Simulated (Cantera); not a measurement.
# Low-pressure radical oxidation in H2/O2

An isothermal, constant-pressure homogeneous reactor starts with H₂ : O₂ = 0.045 : 1 (molar parts), at 1298 K and 10.00 Torr.

Computed with Cantera and the H2/O2 subset of GRI-Mech 3.0, which has no nitrogen chemistry. Radical loss at walls, strong at low pressure, is not modelled. The temperature is held fixed by assumption; the heat of reaction is taken as removed at once.

```json
[
 {"t (s)": "0.000400", "x H₂": "0.0431", "x O₂": "0.957", "x O": "4.56e-7", "x OH": "3.43e-7", "x H₂O₂": "1.26e-10", "x H₂O": "5.49e-7"},
 {"t (s)": "0.000848", "x H₂": "0.0430", "x O₂": "0.957", "x O": "1.94e-5", "x OH": "1.44e-5", "x H₂O₂": "5.70e-10", "x H₂O": "2.65e-5"},
 {"t (s)": "0.00180", "x H₂": "0.0175", "x O₂": "0.937", "x O": "0.0141", "x OH": "0.00673", "x H₂O₂": "1.58e-7", "x H₂O": "0.0195"},
 {"t (s)": "0.00381", "x H₂": "0.000662", "x O₂": "0.921", "x O": "0.0310", "x OH": "0.00404", "x H₂O₂": "6.39e-8", "x H₂O": "0.0378"},
 {"t (s)": "0.00808", "x H₂": "0.000604", "x O₂": "0.923", "x O": "0.0291", "x OH": "0.00388", "x H₂O₂": "6.25e-8", "x H₂O": "0.0383"},
 {"t (s)": "0.0171", "x H₂": "0.000535", "x O₂": "0.928", "x O": "0.0254", "x OH": "0.00366", "x H₂O₂": "6.22e-8", "x H₂O": "0.0390"},
 {"t (s)": "0.0363", "x H₂": "0.000417", "x O₂": "0.934", "x O": "0.0194", "x OH": "0.00324", "x H₂O₂": "6.08e-8", "x H₂O": "0.0401"},
 {"t (s)": "0.0770", "x H₂": "0.000260", "x O₂": "0.943", "x O": "0.0118", "x OH": "0.00257", "x H₂O₂": "5.59e-8", "x H₂O": "0.0415"},
 {"t (s)": "0.163", "x H₂": "0.000118", "x O₂": "0.950", "x O": "0.00528", "x OH": "0.00174", "x H₂O₂": "4.51e-8", "x H₂O": "0.0427"},
 {"t (s)": "0.346", "x H₂": "3.99e-5", "x O₂": "0.954", "x O": "0.00176", "x OH": "0.00101", "x H₂O₂": "2.99e-8", "x H₂O": "0.0434"},
 {"t (s)": "0.734", "x H₂": "1.13e-5", "x O₂": "0.955", "x O": "0.000498", "x OH": "0.000541", "x H₂O₂": "1.64e-8", "x H₂O": "0.0437"},
 {"t (s)": "1.56", "x H₂": "3.13e-6", "x O₂": "0.956", "x O": "0.000138", "x OH": "0.000285", "x H₂O₂": "7.81e-9", "x H₂O": "0.0439"},
 {"t (s)": "3.30", "x H₂": "9.26e-7", "x O₂": "0.956", "x O": "4.08e-5", "x OH": "0.000155", "x H₂O₂": "3.46e-9", "x H₂O": "0.0439"},
 {"t (s)": "7.00", "x H₂": "3.05e-7", "x O₂": "0.956", "x O": "1.34e-5", "x OH": "8.91e-5", "x H₂O₂": "1.51e-9", "x H₂O": "0.0440"}
]
```
x: mole fraction; the columns are a selection and need not sum to one.

Equilibrium at this temperature and pressure: H₂ 3.29e-8, O₂ 0.956, O 1.45e-6, OH 2.93e-5, H₂O₂ 2.68e-10, H₂O 0.0440 (gas phase only).
